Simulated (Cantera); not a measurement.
# SiHCl3 + NH3 (silicon nitride deposition)

Input: 1 mol SiHCl3, a varied amount of NH3, equilibrated at 0.310 bar.

Equilibrium computed with Cantera from the NASA thermochemical tables; the gas is ideal and each condensed phase is pure. Candidate condensed phases: NH4Cl, Si, Si3N4; 28 gas species. The tables' values for SiCl3 are old estimates. Rates play no part.

Stable condensed phases:

```
T in K \ n(NH3) in mol
         0.39 0.51 0.67 0.88  1.2  1.5    2  2.6
   1850     A    A    A    A    B    B    B    B
   1825     A    A    A    B    B    B    B    B
   1800     A    A    B    B    B    B    B    B
   1775     A    A    B    B    B    B    B    B
   1750     B    B    B    B    B    B    B    B
   1725     B    B    B    B    B    B    B    B
   1700     B    B    B    B    B    B    B    B
   1675     B    B    B    B    B    B    B    B
   1650     B    B    B    B    B    B    B    B
   1625     B    B    B    B    B    B    B    B
   1600     B    B    B    B    B    B    B    B
```

A: gas only; B: Si3N4.
